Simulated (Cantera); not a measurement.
Feed: 1 mol B2H6, 100 mol H2, 1.7 mol N2, equilibrated at 1698.15 K and 9700 Pa.

Cantera equilibrium calculation (NASA polynomials, part measured and part estimated; ideal gas, pure solids and liquids). Candidate condensed phases: B, BN; 15 gas species. The feed counts by its element totals alone. Kinetics and transport are ignored.

Base state: H2 0.993, N2 0.00675, H 0.000463 (mole fractions); condensed: BN(s).

Task: What changes in the equilibrium state with this change: B2H6 replaced by BF3?

Result: 
| species | before | after |
|---|---|---|
| H2 | 0.993 | 0.967 |
| N2 | 0.00675 | 0.0152 |
| HF | 0 | 0.0103 |
| BF3 | 0 | 0.00484 |
| BHF2 | 0 | 0.00108 |
| BF2 | 0 | 0.000951 |
| BF | 0 | 0.000268 |
| BN(s), mol | 2.00 | 0.267 |
The tables' values for BF2 are old estimates; treat these amounts as uncertain.
